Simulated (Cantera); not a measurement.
## Thermodynamics of calcination and drying, feed NaOH + H2O + CO2

Feed: 1 mol NaOH, 3.7 mol H2O, 1.3 mol CO2, held at 11.0 Pa.

Method: chemical equilibrium by Gibbs-energy minimisation in Cantera with the NASA 1993 tables (ideal gas, pure condensed phases). Candidate condensed phases: C, C6H6, C7H8, C8H18, H2O, Na, NaOH, NaO2, Na2CO3, Na2O, Na2O2; 117 gas species. Kinetics and transport are ignored.

From 898 K to 1098 K the condensed part is Na2CO3(s). From 1198 K to 2098 K nothing is condensed. The main Na-bearing gas is NaOH at 898 K and Na at 2098 K.

| T (K) | x H2O | x CO2 | x NaOH | x Na | x O2 | x H | x CO | x H2 | x OH | x O | n Na2CO3(s) |
|---|---|---|---|---|---|---|---|---|---|---|---|
| 898 | 0.840 | 0.160 | 0.000103 | 3.37e-7 | 3.12e-7 | 6.81e-12 | 3.49e-8 | 4.26e-7 | 1.23e-8 | <1e-12 | 0.500 |
| 998 | 0.834 | 0.162 | 0.00437 | 6.06e-5 | 1.60e-5 | 2.62e-10 | 2.19e-7 | 1.64e-6 | 2.91e-7 | 5.64e-11 | 0.489 |
| 1098 | 0.729 | 0.188 | 0.0792 | 0.00320 | 0.000801 | 4.14e-9 | 7.98e-7 | 3.08e-6 | 4.31e-6 | 6.40e-9 | 0.275 |
| 1198 | 0.617 | 0.213 | 0.144 | 0.0205 | 0.00513 | 5.74e-8 | 4.73e-6 | 1.00e-5 | 2.79e-5 | 1.64e-7 | 0 |
| 1298 | 0.618 | 0.208 | 0.110 | 0.0503 | 0.0126 | 6.78e-7 | 2.60e-5 | 4.40e-5 | 0.000123 | 1.82e-6 | 0 |
| 1398 | 0.619 | 0.202 | 0.0676 | 0.0880 | 0.0220 | 5.96e-6 | 0.000123 | 0.000174 | 0.000417 | 1.30e-5 | 0 |
| 1498 | 0.619 | 0.197 | 0.0347 | 0.117 | 0.0295 | 4.12e-5 | 0.000519 | 0.000633 | 0.00114 | 6.47e-5 | 0 |
| 1598 | 0.616 | 0.193 | 0.0166 | 0.133 | 0.0344 | 0.000230 | 0.00192 | 0.00205 | 0.00269 | 0.000251 | 0 |
| 1698 | 0.608 | 0.186 | 0.00814 | 0.140 | 0.0392 | 0.00105 | 0.00601 | 0.00576 | 0.00567 | 0.000826 | 0 |
| 1798 | 0.588 | 0.174 | 0.00420 | 0.141 | 0.0468 | 0.00393 | 0.0154 | 0.0137 | 0.0111 | 0.00246 | 0 |
| 1898 | 0.549 | 0.152 | 0.00227 | 0.139 | 0.0592 | 0.0124 | 0.0320 | 0.0276 | 0.0202 | 0.00680 | 0 |
| 1998 | 0.483 | 0.120 | 0.00124 | 0.133 | 0.0756 | 0.0334 | 0.0544 | 0.0476 | 0.0337 | 0.0173 | 0 |
| 2098 | 0.385 | 0.0843 | 0.000644 | 0.123 | 0.0917 | 0.0781 | 0.0766 | 0.0708 | 0.0503 | 0.0396 | 0 |
x: gas mole fraction; n: condensed amount in mol.
